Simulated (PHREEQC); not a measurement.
Solution (25 °C): 0.018 mol CuSO4, 0.17 mol H2SO4 and 0.23 mol KCl per kg of water. It is in equilibrium with CO2 at log p = -2 (atm). Otherwise closed; pH follows from the charge balance.

All values are PHREEQC results (ion-association model, phreeqc.dat), not measurements.

This is a speciation only: nothing precipitates in the calculation.

Task: Predict the pH.

Result: pH 0.82.

Task: In which forms is S present?

Result: HSO4- 75 %, SO4-2 18 %, KSO4- 5.3 %, CuSO4 2.1 % of the S.

Species that the database lacks are ignored.
